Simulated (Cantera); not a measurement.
An isothermal, constant-pressure homogeneous reactor starts with NO : N₂ : H₂O = 1 : 0.29 : 0.058 (molar parts), at 1550 K and 140000 Pa.

Cantera simulation using GRI-Mech 3.0 (53 species, 325 reactions); the numbers are that mechanism's predictions, not measurements.

x: mole fraction; the columns are a selection and need not sum to one.

| t (s) | x NO | x O₂ | x N₂ | x N₂O | x O |
|---|---|---|---|---|---|
| 0.000300 | 0.742 | 2.87e-9 | 0.215 | 3.92e-6 | (withheld) |
| 0.00123 | 0.742 | 5.33e-8 | 0.215 | 1.55e-5 | (withheld) |
| 0.00506 | 0.742 | 1.52e-6 | 0.215 | 5.51e-5 | (withheld) |
| 0.0208 | 0.741 | 4.80e-5 | 0.215 | 0.000133 | (withheld) |
| 0.0855 | 0.739 | 0.000764 | 0.216 | 0.000162 | (withheld) |
| 0.351 | 0.732 | 0.00413 | 0.220 | 0.000159 | (withheld) |
| 1.44 | 0.705 | 0.0175 | 0.233 | 0.000146 | (withheld) |
| 5.93 | 0.611 | 0.0640 | 0.280 | 0.000109 | (withheld) |
| 24.3 | 0.393 | 0.173 | 0.389 | 4.47e-5 | (withheld) |
| 100 | 0.156 | 0.292 | 0.508 | 7.04e-6 | (withheld) |

Question: Fill in the missing entries.

Answer: 
- 0.000300, x O: 3.50e-8
- 0.00123, x O: 5.00e-8
- 0.00506, x O: 1.08e-7
- 0.0208, x O: 2.90e-7
- 0.0855, x O: 4.63e-7
- 0.351, x O: 6.15e-7
- 1.44, x O: 9.95e-7
- 5.93, x O: 1.75e-6
- 24.3, x O: 2.79e-6
- 100, x O: 3.61e-6
